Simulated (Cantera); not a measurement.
Mixture: 14.4 % CO, 0.504 % H2, 5.47 % CH4, 16.7 % O2, 62.9 % N2, equivalence ratio 1.1, at 17.0 bar, adiabatic and at constant volume. Ignition delay is the time to a rise of 400 K.

Detailed kinetics in Cantera: GRI-Mech 3.0 (53 species, 325 reactions). The pressure lies above the range GRI-Mech 3.0 was tuned for (to about 10 atm).

Problem. Predict: delay at 1075 K; delay at 1175 K; delay at 1275 K; delay at 1375 K; delay at 1475 K; delay at 1575 K; apparent activation energy between 1375 and 1575 K.

Solution. 
```json
{
  "delay at 1075 K": "11.5 ms",
  "delay at 1175 K": "2.70 ms",
  "delay at 1275 K": "0.779 ms",
  "delay at 1375 K": "0.261 ms",
  "delay at 1475 K": "98.2 µs",
  "delay at 1575 K": "41.1 µs",
  "apparent activation energy between 1375 and 1575 K": "170 kJ/mol"
}
```
